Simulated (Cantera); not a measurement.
Input (Python, Cantera):

```python
import numpy as np
import cantera as ct

gas = ct.Solution("h2o2.yaml")
gas.TPX = 1375, 2800, {'H2': 0.0066, 'O2': 1}
reactor = ct.IdealGasConstPressureReactor(gas, energy="off", clone=False)
net = ct.ReactorNet([reactor])
net.rtol, net.atol = 1e-08, 1e-18
show = ['H2', 'O2', 'OH', 'H2O', 'H2O2', 'O']
times = np.geomspace(4e-05, 100, 11)

steps = ct.SolutionArray(gas, extra=["t"])
rows = []
print(f"{'t/s':>10s}{'T/K':>9s}{'P/Pa':>11s}" + "".join(f"{s:>11s}" for s in show))
for t in times:
    while net.time < t:
        t_next = net.step()
        steps.append(gas.state, t=t_next)
    rows.append([np.interp(t, steps.t, y) for y in (steps.T, steps.P, *steps(*show).X.T)])
    print(f"{t:10.3e}{rows[-1][0]:9.1f}{rows[-1][1]:11.4g}" + "".join(f"{x:11.3e}" for x in rows[-1][2:]))
rate = np.gradient(steps.T, steps.t)
print("integrator steps:", len(steps.t))
if steps.T.max() > steps.T[0] + 200:
    print(f"time of steepest temperature rise: {steps.t[rate.argmax()]:.4e} s")
gas.TPX = 1375, 2800, {'H2': 0.0066, 'O2': 1}
gas.equilibrate("TP")
print(f"equilibrium (TP): T = {gas.T:.1f} K  " + "  ".join(f"{s} {gas[s].X[0]:.3e}" for s in show))
```

It prints:

```
       t/s      T/K       P/Pa         H2         O2         OH        H2O       H2O2          O
 4.000e-05   1375.0       2800  6.557e-03  9.934e-01  6.837e-09  6.047e-10  7.606e-13  7.017e-09
 1.745e-04   1375.0       2800  6.557e-03  9.934e-01  4.793e-08  1.927e-08  1.365e-11  5.288e-08
 7.615e-04   1375.0       2800  6.555e-03  9.934e-01  1.040e-06  1.160e-06  2.065e-10  1.250e-06
 3.322e-03   1375.0       2800  8.651e-04  9.880e-01  1.571e-03  4.799e-03  3.876e-08  4.530e-03
 1.450e-02   1375.0       2800  1.619e-05  9.876e-01  7.992e-04  6.084e-03  1.414e-08  5.392e-03
 6.325e-02   1375.0       2800  1.191e-05  9.891e-01  6.861e-04  6.172e-03  1.271e-08  3.918e-03
 2.759e-01   1375.0       2800  4.488e-06  9.918e-01  4.221e-04  6.349e-03  8.343e-09  1.442e-03
 1.204e+00   1375.0       2800  6.486e-07  9.931e-01  1.610e-04  6.496e-03  2.614e-09  2.046e-04
 5.253e+00   1375.0       2800  6.430e-08  9.934e-01  5.082e-05  6.553e-03  4.217e-10  2.018e-05
 2.292e+01   1375.0       2800  1.345e-08  9.934e-01  2.330e-05  6.567e-03  1.122e-10  4.231e-06
 1.000e+02   1375.0       2800  1.212e-08  9.934e-01  2.212e-05  6.567e-03  1.035e-10  3.816e-06
integrator steps: 1741
equilibrium (TP): T = 1375.0 K  H2 1.212e-08  O2 9.934e-01  OH 2.212e-05  H2O 6.567e-03  H2O2 1.035e-10  O 3.816e-06
```

Model: the H2/O2 subset of GRI-Mech 3.0, which has no nitrogen chemistry, integrated in Cantera. Radical loss at walls, strong at low pressure, is not modelled.
